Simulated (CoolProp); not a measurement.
Model: reference Helmholtz-energy equation of state, Marx 1992, in CoolProp.

Task: For R113, give the phase and the density (kg/m³), Joule-Thomson coefficient (K/MPa), fugacity coefficient at 500 K and 1.57 MPa; 500 K and 2.74 MPa; 500 K and 4.31 MPa.

Result: 
- 500 K and 1.57 MPa: gas; density 84.2, Joule-Thomson coefficient 10.5, fugacity coefficient 0.860
- 500 K and 2.74 MPa: gas; density 181, Joule-Thomson coefficient 13.7, fugacity coefficient 0.758
- 500 K and 4.31 MPa: supercritical; density 717, Joule-Thomson coefficient 8.90, fugacity coefficient 0.608
